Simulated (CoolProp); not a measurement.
Aqueous potassium carbonate as a coolant, at 4 °C, 1 atm.

Values from CoolProp's Melinder's fits for secondary coolants.

```
mass %  freezing point (°C)  cp (kJ/(kg K))  conductivity (W/(m K))  Prandtl number  viscosity (mPa s)
------  -------------------  --------------  ----------------------  --------------  -----------------
3.8                    -1.2           3.953                   0.568            11.7               1.67
7                      -2.4           3.793                   0.565            12.0               1.78
10.1                   -3.7           3.662                   0.562            12.4               1.91
13.2                   -5.0           3.542                   0.559            13.0               2.05
16.4                   -6.6           3.420                   0.556            13.8               2.24
19.5                   -8.5           3.303                   0.553            14.7               2.46
22.7                  -10.8           3.183                   0.550            15.9               2.75
25.8                  -13.6           3.071                   0.547            17.5               3.11
28.9                  -17.2           2.967                   0.544            19.5               3.58
32.1                  -21.7           2.871                   0.540            22.4               4.22
```
